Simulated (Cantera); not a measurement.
**Nitride etching: Si₃N₄ + H₂O + N₂ + HCl**

A closed system holds: 1 mol Si₃N₄, 0.17 mol H₂O, 75 mol N₂, 1.5 mol HCl, equilibrated at 1227 °C.

Cantera equilibrium calculation (NASA polynomials, part measured and part estimated; ideal gas, pure solids and liquids). Candidate condensed phases: H₂O, NH₄Cl, Si, SiO₂, Si₂N₂O, Si₃N₄; 47 gas species. Mutual solubility and eutectic melting of coexisting phases are not modelled. The tables' values for SiCl₃, SiCl are old estimates; treat these amounts as uncertain. Rates play no part.

| P (Pa) | log p N₂ | log p HCl | log p H₂ | log p SiCl₂ | log p SiO | n Si(s) | n Si₃N₄(s) | n Si₂N₂O(s) |
|---|---|---|---|---|---|---|---|---|
| 1 | -5.01 | -7.35 | -7.04 | -7.15 | -7.67 | 2.18 | 0 | 0 |
| 3.60 | -4.45 | -6.79 | -6.48 | -6.59 | -7.11 | 2.24 | 0 | 0 |
| 13 | -3.90 | -6.11 | -5.94 | -6.06 | -6.54 | 0 | 0.770 | 0 |
| 46 | -3.35 | -5.44 | -5.44 | -5.58 | -6.39 | 0 | 0.762 | 0.101 |
| 170 | -2.78 | -4.76 | -4.93 | -5.11 | -6.58 | 0 | 0.773 | 0.158 |
| 600 | -2.23 | -4.13 | -4.46 | -4.69 | -6.76 | 0 | 0.797 | 0.168 |
| 2200 | -1.67 | -3.50 | -3.97 | -4.30 | -6.95 | 0 | 0.823 | 0.170 |
| 7700 | -1.12 | -2.92 | -3.49 | -3.98 | -7.13 | 0 | 0.843 | 0.170 |
| 28000 | -0.56 | -2.34 | -2.97 | -3.71 | -7.32 | 0 | 0.856 | 0.170 |
| 100000 | -0.01 | -1.78 | -2.43 | -3.51 | -7.50 | 0 | 0.862 | 0.170 |
log p: log10 of the partial pressure in bar; n: condensed amount in mol.

From 1.00 Pa to 3.60 Pa the condensed part is Si(s). At 13.0 Pa the condensed part is Si₃N₄(s). From 46.0 Pa to 1.00 bar the condensed part is Si₂N₂O(s) + Si₃N₄(s). The main Si-bearing gas is SiCl₂ at 1.00 Pa and SiCl₄ at 1.00 bar. The share of Si in condensed phases is highest at 1.00 bar (97.5 %) and lowest at 1.00 Pa (72.5 %).
